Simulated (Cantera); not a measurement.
A closed system holds: 1 mol C3H8, 0.34 mol H2O, at 475 °C and 1500000 Pa.

Equilibrium computed with Cantera from the NASA thermochemical tables; the gas is ideal and each condensed phase is pure. Candidate condensed phases: C, C6H6, C7H8, C8H18, H2O; 110 gas species. The numbers say what is thermodynamically allowed, not how fast it happens.

Base state: CH4 0.746, H2O 0.126, H2 0.122, CO2 0.00459, CO 0.000714, C2H6 4.31e-5 (mole fractions); condensed: C(graphite).

What changes in the equilibrium state with this change: H2O from 0.34 to 3.8 mol?


```tsv
species	before	after
H2O	0.126	0.423
CH4	0.746	0.386
CO2	0.00459	0.0993
H2	0.122	0.0881
CO	0.000714	0.00332
C2H6	4.31e-5	1.60e-5
C(graphite), mol	1.13	0.0305
```
